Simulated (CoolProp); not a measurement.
Vapour-liquid equilibrium of R125 (1) + fluoroethane (R161) (2) at 239.4 K; x and y are mole fractions of (1).

The numbers come from the multi-fluid Helmholtz-energy mixture model, Lemmon 2005 and Wu 2012; pair parameters Bell 2016 in CoolProp.

### Question
Give the bubble pressure and the first vapour's composition at x = 0.05, 0.15, 0.35. Is there an azeotrope?

### Answer
x = 0.05: 123.0 kPa, y = 0.071; x = 0.15: 129.9 kPa, y = 0.217; x = 0.35: 147.7 kPa, y = 0.481. No azeotrope shows between x = 0.05 and 0.95.

Pair parameters are fitted to limited data, so mixtures are less certain than the pure fluids. The gap from Raoult's law changes sign with composition, which may be real or a fault of the pair parameters; it wasn't checked against measurements.
